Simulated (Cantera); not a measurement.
Feed: 1 mol Si, 2.9 mol HCl, at 523.15 K and 10.0 mbar.

Cantera equilibrium calculation (NASA polynomials, part measured and part estimated; ideal gas, pure solids and liquids). Candidate condensed phases: Si; 19 gas species. The numbers say what is thermodynamically allowed, not how fast it happens.

Task: What is the equilibrium state?

Result: 
| Property | Result |
|---|---|
| x(H₂) | 0.652 |
| x(SiCl₄) | 0.305 |
| x(SiHCl₃) | 0.0428 |
| x(SiH₂Cl₂) | 0.000228 |
| x(HCl) | 1.58e-5 |
| n(Si(s)) | 0.252 mol |
| gas amount | 2.152 mol |
